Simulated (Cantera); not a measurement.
An isothermal, constant-pressure homogeneous reactor starts with 2.27 % NH3, 97.7 % H2, at 2175 K and 10.00 Torr.

Model: the gas-phase N/H chemistry of the illustrative SiF4/NH3 mechanism in the Surface Chemkin manual (1991), integrated in Cantera. Walls and surfaces, which speed up NH3 decomposition in real reactors, are not modelled.

One state of this run: x NH3 = 4.20e-6; x H2 = 0.957; x N2 = 0.0109; x N = 8.27e-7; x NH2 = 4.38e-7; x NH = 3.84e-7; x H = 0.0325. x: mole fraction; the columns are a selection and need not sum to one.

**Question.** Which value of t (s) does it belong to?
(A) 5.00e-6
(B) 3.00
(C) 0.327
(D) 0.00128

**Answer.** B, 3.00
